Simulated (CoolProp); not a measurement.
Vinyl chloride along the isotherm 430 K: density (kg/m³) from the reference equation and from simpler models built on Tc = 425.0 K, pc = 5.600 MPa, ω = 0.160; each cubic takes its own stable root.

Model: reference Helmholtz-energy equation of state, Thol 2022, in CoolProp.

| p (MPa) | phase | reference | ideal gas | van der Waals | Soave-Redlich-Kwong |
|---|---|---|---|---|---|
| 0.0443 | gas | 0.7763 | 0.7744 | 0.7762 | 0.7764 |
| 0.0909 | gas | 1.597 | 1.589 | 1.597 | 1.598 |
| 0.187 | gas | 3.304 | 3.269 | 3.301 | 3.305 |
| 0.383 | gas | 6.843 | 6.695 | 6.832 | 6.851 |
| 0.787 | gas | 14.41 | 13.76 | 14.36 | 14.44 |
| 1.62 | gas | 31.39 | 28.32 | 31.12 | 31.51 |
| 3.32 | gas | 74.92 | 58.04 | 73.10 | 75.17 |
| 6.82 | supercritical | 515.0 | 119.2 | 373.4 | 423.6 |
| 14 | supercritical | 660.2 | 244.7 | 478.8 | 587.8 |
